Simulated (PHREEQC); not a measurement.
Make-up at 25 °C: 23 mmol/kgw K2CO3. Closed to the air; pH follows from the charge balance.

Model: ion-association model, phreeqc.dat, run in PHREEQC.

```csv
quantity,before,after
pH,11.14,10.84
ionic strength (mol/kgw),0.0672,0.0664
CO3-2 (mol/kgw),0.0212,0.0204
HCO3- (mol/kgw),0.00176,0.00258
CO2 (mol/kgw),2.30e-8,5.87e-8
```

Which change was made?
A. diluted 100-fold with water
B. diluted 10-fold with water
C. temperature from 25 to 15 °C
D. temperature from 25 to 40 °C

D, temperature from 25 to 40 °C

No solid was allowed to form. At this temperature some constants are extrapolated from 25 °C, and those without enthalpy data are left unchanged.
